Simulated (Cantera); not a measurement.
A Cantera script and what it prints.

```python
import numpy as np
import cantera as ct

gas_names = """
    C CN CO CO2 C2 CCN CNC C2N2 C2O C3 C3O2 C4 C4N2 C5 N NCO NO NO2 NO3 N2 N2O O O2 O3 Pb PbO Pb2
""".split()
cond_names = """
    C(gr) Pb(cr) Pb(L) PbO(rd) PbO(yw) PbO(L) PbO2(s) Pb3O4(s)
""".split()


# ... load() reads the species with a 1 bar reference pressure and builds the phases ...
atoms = {
    'PbO': {'Pb': 1, 'O': 1},
    'CO': {'C': 1, 'O': 1},
    'N2': {'N': 2},
}
top_T = {'C(gr)': 4500, 'Pb3O4(s)': 820}  # K; cautious upper limits of use, not melting points


# ... equilibrate(T, P, feed) seeds the gas with the atoms and calls Mixture.equilibrate('TP', solver="vcs", rtol=1e-11, max_steps=5000) ...
results = []
feed = {'PbO': 1, 'CO': 5.5, 'N2': 1.2}  # mol
P = 150  # Pa
for T in [748, 798, 848, 898, 948, 998, 1048, 1098, 1148]:
    mix = equilibrate(T, P, feed)
    results.append((T, P, feed, dict(zip(mix.species_names, mix.species_moles))))

top = {s: max(r[3][s] / sum(r[3][g] for g in gas_names) for r in results) for s in gas_names}
cols = sorted((s for s in top if top[s] > 1e-06), key=lambda s: -top[s])[:9]
seen = [c for c in cond_names if any(r[3].get(c, 0) > 1e-12 for r in results)]
print("log10 of partial pressures in bar; condensed amounts in mol")
print(f"{'T/K':>10s}" + "".join(f"{s[:9]:>10s}" for s in cols + seen))
for T, P, feed, n in results:
    ng = sum(n[g] for g in gas_names)
    print(f"{T:10.4g}" + "".join(f"{np.log10(max(n[s] / ng * P / 1e5, 1e-99)):10.3f}" for s in cols)
          + "".join(f"{n.get(c, 0):10.4g}" for c in seen))
```

Result:

```
log10 of partial pressures in bar; condensed amounts in mol
       T/K        CO       CO2        N2        Pb       Pb2     C(gr)     Pb(L)
       748    -3.091    -3.404    -3.530    -8.058   -15.775    0.6019         1
       798    -2.997    -3.650    -3.571    -7.242   -14.404         0    0.9997
       848    -2.997    -3.650    -3.571    -6.524   -13.198         0    0.9987
       898    -2.997    -3.650    -3.571    -5.888   -12.130         0    0.9942
       948    -2.998    -3.651    -3.572    -5.320   -11.178         0    0.9785
       998    -3.001    -3.654    -3.575    -4.810   -10.325         0    0.9301
      1048    -3.010    -3.663    -3.584    -4.350    -9.555         0    0.7942
      1098    -3.032    -3.685    -3.606    -3.933    -8.857         0    0.4342
      1148    -3.057    -3.710    -3.631    -3.710    -8.538         0         0
```

Method: chemical equilibrium by Gibbs-energy minimisation in Cantera with the NASA 1993 tables (ideal gas, pure condensed phases).
